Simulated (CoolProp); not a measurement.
A simple Rankine cycle with neopentane: condensing at 333.15 K, boiler at 1.2 MPa, turbine inlet 526.6 K, turbine efficiency 0.8, pump efficiency 0.6, no recuperator. Each further row changes one setting.

Computed with CoolProp (reference Helmholtz-energy equation of state, Lemmon 2006). It is a short technical equation, of lower accuracy than the large ones.

```json
[
 {"case": "as stated", "thermal efficiency (%)": "5.7", "net work (kJ/kg)": "41.0", "heat in (kJ/kg)": "714", "turbine exit temperature (K)": "507.0", "volume ratio over the turbine": "2.61"},
 {"case": "turbine inlet 546.6 K", "thermal efficiency (%)": "5.6", "net work (kJ/kg)": "43.0", "heat in (kJ/kg)": "769", "turbine exit temperature (K)": "527.1", "volume ratio over the turbine": "2.60"},
 {"case": "condensing temperature 325.15 K", "thermal efficiency (%)": "6.8", "net work (kJ/kg)": "50.0", "heat in (kJ/kg)": "734", "turbine exit temperature (K)": "503.1", "volume ratio over the turbine": "3.20"},
 {"case": "boiler pressure 0.84 MPa", "thermal efficiency (%)": "3.7", "net work (kJ/kg)": "26.5", "heat in (kJ/kg)": "719", "turbine exit temperature (K)": "514.6", "volume ratio over the turbine": "1.82"},
 {"case": "turbine efficiency 0.7", "thermal efficiency (%)": "5.0", "net work (kJ/kg)": "35.6", "heat in (kJ/kg)": "714", "turbine exit temperature (K)": "509.1", "volume ratio over the turbine": "2.63"}
]
```
